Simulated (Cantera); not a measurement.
A closed system holds: 1 mol Cr, 4.6 mol NH₃, 18 mol H₂, equilibrated at 2.30e-5 bar.

Equilibrium computed with Cantera from the NASA thermochemical tables; the gas is ideal and each condensed phase is pure. Candidate condensed phases: Cr, CrN, Cr₂N; 11 gas species. Rates play no part.

x: gas mole fraction; n: condensed amount in mol.

```tsv
T (K)	x H	x H₂	x N₂	x Cr	x N	x NH	n Cr₂N(s)	n Cr(s)
900	2.34e-8	0.924	0.0761	1.18e-11	<1e-12	<1e-12	0.500	0
1100	5.16e-6	0.915	0.0846	2.93e-7	<1e-12	<1e-12	0	1.000
1300	0.000221	0.915	0.0845	0.000207	<1e-12	<1e-12	0	0.994
1500	0.00346	0.890	0.0823	0.0245	3.63e-12	1.11e-12	0	0.317
1700	[?]	0.856	0.0804	0.0350	[?]	[?]	0	0
1900	0.143	0.748	0.0757	0.0329	1.13e-8	4.03e-10	0	0
2100	0.443	0.466	0.0635	0.0276	1.87e-7	2.50e-9	0	0
2300	[?]	[?]	[?]	[?]	[?]	[?]	0	0
2500	0.906	0.0299	0.0446	0.0194	1.29e-5	1.40e-8	0	0
2700	0.931	0.00618	0.0435	0.0189	7.07e-5	2.26e-8	0	0
```

Question: Some entries are withheld; supply them.

Answer: 
- 1700, x H: 0.0284
- 1700, x N: 3.29e-10
- 1700, x NH: 3.11e-11
- 2300, x H: 0.779
- 2300, x H₂: 0.149
- 2300, x N₂: 0.0498
- 2300, x Cr: 0.0216
- 2300, x N: 1.82e-6
- 2300, x NH: 7.43e-9
